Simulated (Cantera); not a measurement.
**SiCl₄ + Cl₂ + H₂ (chlorosilane synthesis and conversion)**

Feed: 1 mol SiCl₄, 1.1 mol Cl₂, 13 mol H₂, held at 750 Torr.

Cantera equilibrium calculation (NASA polynomials, part measured and part estimated; ideal gas, pure solids and liquids). Candidate condensed phases: Si; 19 gas species. The tables' values for SiCl₃ are old estimates; treat these amounts as uncertain. Kinetics and transport are ignored.

From 548 K to 1298 K nothing is condensed. The main Si-bearing gas is SiCl₄ throughout.

```json
[
 {"T (K)": "548", "x H₂": "0.788", "x HCl": "0.146", "x SiCl₄": "0.0662", "x SiHCl₃": "2.56e-6", "x SiCl₃": "1.19e-12", "x SiCl₂": "<1e-12", "x SiH₂Cl₂": "4.15e-12"},
 {"T (K)": "623", "x H₂": "0.788", "x HCl": "0.146", "x SiCl₄": "0.0662", "x SiHCl₃": "1.66e-5", "x SiCl₃": "1.31e-10", "x SiCl₂": "<1e-12", "x SiH₂Cl₂": "2.23e-10"},
 {"T (K)": "698", "x H₂": "0.788", "x HCl": "0.146", "x SiCl₄": "0.0662", "x SiHCl₃": "7.06e-5", "x SiCl₃": "5.20e-9", "x SiCl₂": "<1e-12", "x SiH₂Cl₂": "4.94e-9"},
 {"T (K)": "773", "x H₂": "0.788", "x HCl": "0.146", "x SiCl₄": "0.0660", "x SiHCl₃": "0.000224", "x SiCl₃": "9.96e-8", "x SiCl₂": "2.18e-11", "x SiH₂Cl₂": "5.86e-8"},
 {"T (K)": "848", "x H₂": "0.788", "x HCl": "0.146", "x SiCl₄": "0.0657", "x SiHCl₃": "0.000573", "x SiCl₃": "1.12e-6", "x SiCl₂": "1.37e-9", "x SiH₂Cl₂": "4.39e-7"},
 {"T (K)": "923", "x H₂": "0.787", "x HCl": "0.147", "x SiCl₄": "0.0650", "x SiHCl₃": "0.00124", "x SiCl₃": "8.31e-6", "x SiCl₂": "4.28e-8", "x SiH₂Cl₂": "2.32e-6"},
 {"T (K)": "998", "x H₂": "0.786", "x HCl": "0.148", "x SiCl₄": "0.0638", "x SiHCl₃": "0.00235", "x SiCl₃": "4.49e-5", "x SiCl₂": "7.74e-7", "x SiH₂Cl₂": "9.29e-6"},
 {"T (K)": "1073", "x H₂": "0.784", "x HCl": "0.150", "x SiCl₄": "0.0620", "x SiHCl₃": "0.00397", "x SiCl₃": "0.000187", "x SiCl₂": "9.03e-6", "x SiH₂Cl₂": "2.97e-5"},
 {"T (K)": "1148", "x H₂": "0.781", "x HCl": "0.153", "x SiCl₄": "0.0593", "x SiHCl₃": "0.00609", "x SiCl₃": "0.000627", "x SiCl₂": "7.30e-5", "x SiH₂Cl₂": "7.83e-5"},
 {"T (K)": "1223", "x H₂": "0.777", "x HCl": "0.157", "x SiCl₄": "0.0553", "x SiHCl₃": "0.00846", "x SiCl₃": "0.00173", "x SiCl₂": "0.000429", "x SiH₂Cl₂": "0.000172"},
 {"T (K)": "1298", "x H₂": "0.770", "x HCl": "0.164", "x SiCl₄": "0.0494", "x SiHCl₃": "0.0105", "x SiCl₃": "0.00392", "x SiCl₂": "0.00186", "x SiH₂Cl₂": "0.000313"}
]
```
x: gas mole fraction; nothing condenses.
